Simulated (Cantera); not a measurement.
A Cantera script and its output.

```python
import numpy as np
import cantera as ct

gas = ct.Solution("gri30.yaml")


def delay(T, t_max=10):
    gas.TPX = T, 130000, {'CH4': 1, 'C2H6': 0.13, 'O2': 5.46, 'N2': 20.5}
    reactor = ct.IdealGasConstPressureReactor(gas, clone=False)
    net = ct.ReactorNet([reactor])
    net.rtol, net.atol = 1e-8, 1e-16
    while net.time < t_max:
        t_old, T_old = net.time, reactor.T
        net.step()
        if reactor.T > T + 400:  # ignition: a rise of 400 K
            return t_old + (T + 400 - T_old) / (reactor.T - T_old) * (net.time - t_old)
    return np.nan


taus = []
for T in [1150, 1200, 1250, 1300, 1350, 1400, 1450]:
    taus.append(delay(T))
    print(f"T0 = {T:6g} K   tau = {taus[-1]:.4e} s")
```

Output:

```
T0 =   1150 K   tau = 5.9325e-03 s
T0 =   1200 K   tau = 2.9669e-03 s
T0 =   1250 K   tau = 1.6167e-03 s
T0 =   1300 K   tau = 9.3870e-04 s
T0 =   1350 K   tau = 5.7167e-04 s
T0 =   1400 K   tau = 3.6149e-04 s
T0 =   1450 K   tau = 2.3603e-04 s
```

Cantera simulation using GRI-Mech 3.0 (53 species, 325 reactions); the numbers are that mechanism's predictions, not measurements.
